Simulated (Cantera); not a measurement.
## Reactions in the system Cr-H-N-O

Cantera with NASA thermochemical tables; ideal gases at 1 bar, condensed phases pure. Values are per mole of reaction as written; species without (g) are pure solids or liquids, kept so even where they would boil at 1 bar.

N(g) + 3 H2(g) + 2 CrO3(g) ⇌ Cr2N + 6 OH(g)

```csv
T (K),ΔH° (kJ),ΔS° (J/K),ΔG° (kJ),log10 K
300,223.7,89.8,196.7,-34.26
475,226.5,97.4,180.2,-19.82
575,227.1,98.6,170.4,-15.48
675,227.3,99.0,160.5,-12.42
775,227.5,99.2,150.6,-10.15
875,227.6,99.4,140.7,-8.40
975,228.0,99.8,130.7,-7.00
1075,228.6,100.4,120.7,-5.87
```
